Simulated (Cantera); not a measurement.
Input (Python, Cantera) and output of one run.

```python
import numpy as np
import cantera as ct

gas_names = """
    CL CL2 H HCL H2 N NH NH2 NH3 N2 N2H2 N2H4 Si SiCL SiCL2 SiCL3 SiCL4 SiH SiHCL3 SiH2 SiH2CL2 SiH3
    SiH3CL SiH4 SiN Si2 Si2N Si3
""".split()
cond_names = """
    NH4CL(a) NH4CL(b) Si(cr) Si(L) Si3N4(a)
""".split()


# ... load() reads the species with a 1 bar reference pressure and builds the phases ...
atoms = {
    'SiH4': {'Si': 1, 'H': 4},
    'HCl': {'H': 1, 'CL': 1},
    'N2': {'N': 2},
}
top_T = {'Si3N4(a)': 2400}  # K; cautious upper limits of use, not melting points


# ... equilibrate(T, P, feed) seeds the gas with the atoms and calls Mixture.equilibrate('TP', solver="vcs", rtol=1e-11, max_steps=5000) ...
results = []
T = 1473.15  # K
P = 101325  # Pa
for m in [17, 31, 45, 59, 73, 87, 100, 120, 130, 140, 160, 170, 190]:
    feed = {'SiH4': 1, 'HCl': 1.8, 'N2': m}  # mol
    mix = equilibrate(T, P, feed)
    results.append((T, P, feed, dict(zip(mix.species_names, mix.species_moles))))

top = {s: max(r[3][s] / sum(r[3][g] for g in gas_names) for r in results) for s in gas_names}
cols = sorted((s for s in top if top[s] > 1e-06), key=lambda s: -top[s])[:9]
seen = [c for c in cond_names if any(r[3].get(c, 0) > 1e-12 for r in results)]
print("log10 of partial pressures in bar; condensed amounts in mol")
print(f"{'n(N2)':>10s}" + "".join(f"{s[:9]:>10s}" for s in cols + seen))
for T, P, feed, n in results:
    ng = sum(n[g] for g in gas_names)
    print(f"{feed['N2']:10.4g}" + "".join(f"{np.log10(max(n[s] / ng * P / 1e5, 1e-99)):10.3f}" for s in cols)
          + "".join(f"{n.get(c, 0):10.4g}" for c in seen))
```

Output:

```
log10 of partial pressures in bar; condensed amounts in mol
     n(N2)        N2        H2       HCL     SiCL4     SiCL2     SiCL3    SiHCL3         H        CL  Si3N4(a)
        17    -0.085    -0.990    -1.060    -3.264    -3.614    -3.706    -4.221    -5.392    -5.553    0.3264
        31    -0.045    -1.222    -1.283    -3.722    -3.856    -4.056    -4.687    -5.508    -5.661    0.3284
        45    -0.030    -1.372    -1.430    -4.019    -4.010    -4.282    -4.988    -5.583    -5.733    0.3293
        59    -0.022    -1.483    -1.540    -4.240    -4.123    -4.449    -5.211    -5.639    -5.787    0.3298
        73    -0.016    -1.572    -1.627    -4.416    -4.213    -4.582    -5.388    -5.683    -5.830    0.3301
        87    -0.013    -1.645    -1.700    -4.562    -4.287    -4.692    -5.535    -5.720    -5.866    0.3303
       100    -0.011    -1.704    -1.758    -4.679    -4.346    -4.780    -5.652    -5.749    -5.894    0.3305
       120    -0.008    -1.781    -1.835    -4.832    -4.424    -4.895    -5.806    -5.788    -5.932    0.3306
       130    -0.007    -1.815    -1.868    -4.900    -4.458    -4.946    -5.874    -5.805    -5.949    0.3307
       140    -0.006    -1.847    -1.900    -4.963    -4.490    -4.993    -5.937    -5.820    -5.965    0.3308
       160    -0.005    -1.904    -1.956    -5.076    -4.547    -5.078    -6.050    -5.849    -5.993    0.3309
       170    -0.004    -1.930    -1.982    -5.127    -4.573    -5.117    -6.102    -5.862    -6.005    0.3309
       190    -0.003    -1.977    -2.029    -5.222    -4.620    -5.188    -6.197    -5.886    -6.029     0.331
```

Method: chemical equilibrium by Gibbs-energy minimisation in Cantera with the NASA 1993 tables (ideal gas, pure condensed phases). N2 is the only nitrogen source here; it is nearly inert below about 1500 K, so the nitride shown seldom forms there in practice. The tables' values for SiCl3 are old estimates; treat these amounts as uncertain.
